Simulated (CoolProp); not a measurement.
Properties of n-undecane along the isotherm 620 K (Tc = 638.8 K, pc = 1.990 MPa, ω = 0.539).

Values from CoolProp's reference Helmholtz-energy equation of state, Aleksandrov 2011. It is a short technical equation, of lower accuracy than the large ones.

```csv
p (MPa),phase,cp (kJ/(kg K)),cv (kJ/(kg K)),speed of sound (m/s),expansivity (1/kK),fugacity coefficient
0.0629,gas,2.917,2.860,180.9,1.697,0.9863
0.119,gas,2.924,2.863,178.7,1.777,0.9742
0.226,gas,2.939,2.870,174.3,1.947,0.9512
0.429,gas,2.974,2.883,165.5,2.347,0.9081
0.813,gas,3.076,2.915,146.2,3.586,0.8282
2.92,liquid,3.634,2.978,256.4,4.432,0.3935
5.54,liquid,3.449,2.962,352.6,2.709,0.2475
10.5,liquid,3.348,2.954,464.4,1.827,0.1783
19.9,liquid,3.285,2.953,601.4,1.283,0.1631
```
